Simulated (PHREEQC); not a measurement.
A solution holds 1.3 mmol/kgw CuSO4, 0.032 mmol/kgw HBF4 and 0.11 mmol/kgw Na2SO4, at 10 °C. Closed to the air; pH follows from the charge balance.

Model: ion-association model, phreeqc.dat, run in PHREEQC.

The ionic strength comes out as 0.00503 mol/kgw. What activity coefficients do Na+, HSO4-, H+, F-, Cu+2 get?

Na+ 0.93, HSO4- 0.93, H+ 0.94, F- 0.93, Cu+2 0.75.

Precipitation was switched off in this run. At this temperature some constants are extrapolated from 25 °C, and those without enthalpy data are left unchanged. Real BF4- forms and hydrolyses slowly; the run takes it at equilibrium.
